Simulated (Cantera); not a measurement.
An isothermal plug-flow reactor at 1075 K and 2.76 atm (inlet), inlet velocity 3.1 m/s, active area per volume 960 1/m; feed CH4 : O2 : N2 = 0.035 : 0.013 : 0.79 (molar parts).

Cantera simulation using Deutschmann's 1995 Pt surface mechanism with GRI-Mech 3.0 gas chemistry; the numbers are that mechanism's predictions, not measurements. Catalytic surfaces can have several steady states; this one follows from the mechanism file's or the stated starting coverage. Mass transfer to the wall is taken as infinitely fast.

Question: What does this change do: area per volume 960 to 1900 1/m?

Answer: 
| quantity | before | after |
|---|---|---|
| x(CH4) at z = 0.092 m | 0.0289 | 0.0283 |
| x(O2) at z = 0.092 m | 0.00259 | 0.00217 |
| x(H2O) at z = 0.092 m | 0.0131 | 0.0133 |
| x(CO2) at z = 0.092 m | 3.82e-6 | 3.78e-6 |
| x(CO) at z = 0.092 m | 0.0124 | 0.0129 |
| θ(free Pt) at the exit | 0.0326 | 0.0227 |
| θ(H*) at the exit | 0.00181 | 0.00157 |
| θ(C*) at the exit | 0.965 | 0.975 |

Question: What does this change do: temperature 1075 to 1125 K?

Answer: 
| quantity | before | after |
|---|---|---|
| x(CH4) at z = 0.092 m | 0.0289 | 0.0271 |
| x(O2) at z = 0.092 m | 0.00259 | 0.00214 |
| x(H2O) at z = 0.092 m | 0.0131 | 0.0122 |
| x(CO2) at z = 0.092 m | 3.82e-6 | 5.22e-6 |
| x(CO) at z = 0.092 m | 0.0124 | 0.0141 |
| θ(free Pt) at the exit | 0.0326 | 0.0321 |
| θ(H*) at the exit | 0.00181 | 0.00176 |
| θ(C*) at the exit | 0.965 | 0.966 |
